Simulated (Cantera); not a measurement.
A freely propagating, adiabatic, planar premixed flame of 22.3 % H2, 16.3 % O2, 61.4 % N2, equivalence ratio 0.68, unburnt at 348 K and 3.60 bar; mixture-averaged transport, grid criteria slope 0.08 and curve 0.16, no radiation.

Model: the H2/O2 subset of GRI-Mech 3.0, which has no nitrogen chemistry, integrated in Cantera. The hydrogen kinetics of GRI-Mech 3.0 are dated; newer H2 mechanisms differ, most at raised pressure. Burning velocities carry a grid error of a few per cent, more on coarse grids. Lean hydrogen flames are cellular in practice and burn faster than this planar one.

x: mole fraction of selected species; z is measured from the peak of heat release.

```tsv
z (mm)	T (K)	u (m/s)	x H2	x O2	x H2O2	x H	x HO2	x O
-0.271	348	0.984	0.222	0.163	<1e-8	<1e-8	1.15e-8	<1e-8
-0.181	349	0.983	0.219	0.164	5.89e-8	<1e-8	9.61e-8	<1e-8
-0.136	351	0.983	0.213	0.165	5.38e-7	<1e-8	8.73e-7	<1e-8
-0.0905	370	1.02	0.194	0.168	8.34e-6	<1e-8	1.43e-5	7.14e-8
-0.0452	569	1.49	0.138	0.168	0.000118	6.96e-6	0.000444	7.60e-6
-0.0226	921	2.35	0.0943	0.149	0.000135	0.000642	0.000633	0.000225
0	…	3.29	…	…	…	…	…	…
0.0226	…	3.92	…	…	…	…	…	…
0.0452	1694	4.28	0.0128	0.0738	3.29e-6	0.00471	0.000109	0.00398
0.0905	1831	4.62	0.00574	0.0656	1.83e-6	0.00242	5.57e-5	0.00299
0.181	1920	4.83	0.00249	0.0635	9.90e-7	0.000692	2.33e-5	0.00136
0.362	1962	4.92	0.000834	0.0632	5.08e-7	0.000130	8.20e-6	0.000456
0.724	1976	4.96	0.000267	0.0634	2.75e-7	2.45e-5	3.37e-6	0.000154
```

### Question
Some entries are withheld; supply them.

### Answer

- 0, T (K): 1298
- 0, x H2: 0.0530
- 0, x O2: 0.117
- 0, x H2O2: 3.32e-5
- 0, x H: 0.00337
- 0, x HO2: 0.000324
- 0, x O: 0.00164
- 0.0226, T (K): 1551
- 0.0226, x H2: 0.0252
- 0.0226, x O2: 0.0883
- 0.0226, x H2O2: 5.74e-6
- 0.0226, x H: 0.00526
- 0.0226, x HO2: 0.000176
- 0.0226, x O: 0.00346
